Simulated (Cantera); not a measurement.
What does this Cantera script print?

```python
import numpy as np
import cantera as ct

gas_names = [...]  # 87 gases of nasa_gas.yaml made of C, H, Si
cond_names = """
    C(gr) C6H6(L) C7H8(L) C8H18(L),n-octa Si(cr) Si(L) SiC(b)
""".split()


# ... load() reads the species with a 1 bar reference pressure and builds the phases ...
atoms = {
    'SiC': {'Si': 1, 'C': 1},
    'C': {'C': 1},
    'H2': {'H': 2},
}
top_T = {'C(gr)': 4500, 'SiC(b)': 3050}  # K; cautious upper limits of use, not melting points


# ... equilibrate(T, P, feed) seeds the gas with the atoms and calls Mixture.equilibrate('TP', solver="vcs", rtol=1e-11, max_steps=5000) ...
results = []
feed = {'SiC': 1, 'C': 0.064, 'H2': 4.7}  # mol
P = 1000  # Pa
for T in [1875, 1925, 1975, 2025, 2075, 2125, 2175, 2225]:
    mix = equilibrate(T, P, feed)
    results.append((T, P, feed, dict(zip(mix.species_names, mix.species_moles))))

top = {s: max(r[3][s] / sum(r[3][g] for g in gas_names) for r in results) for s in gas_names}
cols = sorted((s for s in top if top[s] > 0.0001), key=lambda s: -top[s])[:5]
seen = [c for c in cond_names if any(r[3].get(c, 0) > 1e-12 for r in results)]
print("log10 of partial pressures in bar; condensed amounts in mol")
print(f"{'T/K':>10s}" + "".join(f"{s[:9]:>10s}" for s in cols + seen))
for T, P, feed, n in results:
    ng = sum(n[g] for g in gas_names)
    print(f"{T:10.4g}" + "".join(f"{np.log10(max(n[s] / ng * P / 1e5, 1e-99)):10.3f}" for s in cols)
          + "".join(f"{n.get(c, 0):10.4g}" for c in seen))
```

It prints:

```
log10 of partial pressures in bar; condensed amounts in mol
       T/K        H2         H        Si C2H2,acet      SiC2     C(gr)    SiC(b)
      1875    -2.003    -4.185    -6.518    -5.502    -8.172   0.06116    0.9998
      1925    -2.004    -4.022    -6.146    -5.344    -7.687   0.06006    0.9996
      1975    -2.006    -3.867    -5.792    -5.194    -7.226   0.05874    0.9991
      2025    -2.009    -3.720    -5.456    -5.052    -6.789   0.05732     0.998
      2075    -2.012    -3.581    -5.137    -4.919    -6.374   0.05612    0.9958
      2125    -2.017    -3.449    -4.833    -4.793    -5.978   0.05581    0.9914
      2175    -2.024    -3.323    -4.543    -4.675    -5.602   0.05765    0.9827
      2225    -2.032    -3.205    -4.266    -4.565    -5.242   0.06397     0.966
```

These are equilibrium values from Cantera (NASA tables, ideal gas, pure condensed phases), not measurements of a reactor. Gases not in the tables: Si2H6 and higher silanes.
